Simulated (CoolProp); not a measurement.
Saturated liquid density (kg/m³) of the fluoroketone C6F12O (FK-5-1-12): the reference equation beside estimates from Tc = 168.7 °C, pc = 1.869 MPa, ω = 0.471.

Values from CoolProp's reference Helmholtz-energy equation of state, McLinden 2015.

| T (°C) | reference | Redlich-Kwong | Soave-Redlich-Kwong | Peng-Robinson |
|---|---|---|---|---|
| -48.95 | 1810 | 1558 | 1629 | 1830 |
| -26.75 | 1750 | 1506 | 1586 | 1785 |
| -4.55 | 1688 | 1450 | 1538 | 1734 |
| 17.55 | 1624 | 1388 | 1484 | 1675 |
| 39.75 | 1557 | 1319 | 1421 | 1607 |
| 61.85 | 1484 | 1242 | 1348 | 1527 |
| 84.05 | 1404 | 1156 | 1261 | 1430 |
| 106.25 | 1311 | 1055 | 1155 | 1311 |
| 128.35 | 1201 | 935.9 | 1023 | 1159 |
| 150.55 | 1047 | 777.7 | 839.2 | 943.7 |

Absolute difference from the reference over all 10 rows, mean and median: Redlich-Kwong 17.3 and 15.8 %, Soave-Redlich-Kwong 11.2 and 9.7 %, Peng-Robinson 3.0 and 2.8 %.
